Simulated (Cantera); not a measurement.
Input: 1 mol B₂O₃, 0.99 mol NH₃, 2.1 mol N₂, at 3.80 mbar.

Equilibrium computed with Cantera from the NASA thermochemical tables; the gas is ideal and each condensed phase is pure. Candidate condensed phases: B, BN, B₂O₃, B₃O₃H₃, H₂O; 39 gas species. Mutual solubility and eutectic melting of coexisting phases are not modelled. The numbers say what is thermodynamically allowed, not how fast it happens.

Question: Which condensed phases are stable at each of these points (T (°C)): 725, 825, 925, 1025, 1125, 1225, 1325?

Answer: 
| T (°C) | condensed phases | B condensed (%) |
|---|---|---|
| 725 | BN(s) + B₂O₃(l) | 100.0 |
| 825 | BN(s) + B₂O₃(l) | 100.0 |
| 925 | BN(s) + B₂O₃(l) | 99.9 |
| 1025 | BN(s) + B₂O₃(l) | 99.8 |
| 1125 | BN(s) + B₂O₃(l) | 99.0 |
| 1225 | BN(s) + B₂O₃(l) | 95.3 |
| 1325 | B₂O₃(l) | 75.6 |

From 725 °C to 1225 °C the condensed part is BN(s) + B₂O₃(l). At 1325 °C the condensed part is B₂O₃(l).
